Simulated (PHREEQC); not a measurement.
Consider water at 25 °C with 36 mmol/kgw HF, 15 mmol/kgw KH2PO4 and 0.96 mmol/kgw H2SO4. Closed to the air; pH follows from the charge balance.

Model: ion-association model, wateq4f.dat, run in PHREEQC.

### Question
The ionic strength comes out as 0.0194 mol/kgw. What activity coefficients do H2PO4-, SO4-2, H+, F-, HSO4- get?

### Answer
H2PO4- 0.88, SO4-2 0.59, H+ 0.89, F- 0.87, HSO4- 0.87.

No solid was allowed to form. wateq4f.dat counts part of the HF as a dimer, H2F2, which phreeqc.dat doesn't know; its constant is uncertain. H3PO4, which wateq4f.dat lacks, is added to it with the constant of phreeqc.dat.
